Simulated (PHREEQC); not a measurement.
Dissolve 0.0019 mol HF, 4.1e-05 mol H2SiF6 and 4e-05 mol H3PO4 per kg of water at 25 °C and 300 atm. Closed to the air; pH follows from the charge balance.

Computed with PHREEQC (ion-association model, phreeqc.dat).

```json
{
  "pH": "3.01",
  "ionic_strength": "0.00102 mol/kgw",
  "specific_conductance": "396 µS/cm",
  "total_alkalinity": "-2.19 meq/kg"
}
```

```json
[
 {"species": "HF", "molality": "0.00112", "activity": "0.00112", "log γ": "0.000"},
 {"species": "H+", "molality": "0.00101", "activity": "0.000973", "log γ": "-0.015"},
 {"species": "F-", "molality": "0.000943", "activity": "0.000910", "log γ": "-0.015"},
 {"species": "H2PO4-", "molality": "3.58e-5", "activity": "3.46e-5", "log γ": "-0.015"},
 {"species": "H4SiO4", "molality": "2.91e-5", "activity": "2.92e-5", "log γ": "0.000"},
 {"species": "SiF6-2", "molality": "1.19e-5", "activity": "1.03e-5", "log γ": "-0.061"},
 {"species": "H3PO4", "molality": "4.21e-6", "activity": "4.21e-6", "log γ": "0.000"}
]
```

This is a speciation only: nothing precipitates in the calculation. Species that the database lacks are ignored. Under pressure, the constants of complexes without a molar volume in the database are unreliable. SiF6-2 is the database's only silicon fluoride.
